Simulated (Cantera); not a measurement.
Charge: 1 mol CuO, 0.39 mol CH4, 2.3 mol N2, held at 24.0 Pa.

These are equilibrium values from Cantera (NASA tables, ideal gas, pure condensed phases), not measurements of a reactor. Candidate condensed phases: C, C6H6, C7H8, C8H18, Cu, CuO, Cu(OH)2, Cu2O, H2O; 139 gas species. Equilibrium is a limit: real reactors are often held back by kinetics, nucleation or transport.

Question: At 1950 °C, list the 4 most abundant gas species with their mole fractions, and the condensed phases.

Answer: N2 0.471, Cu 0.205, H 0.0924, CO 0.0661. Condensed: gas only.
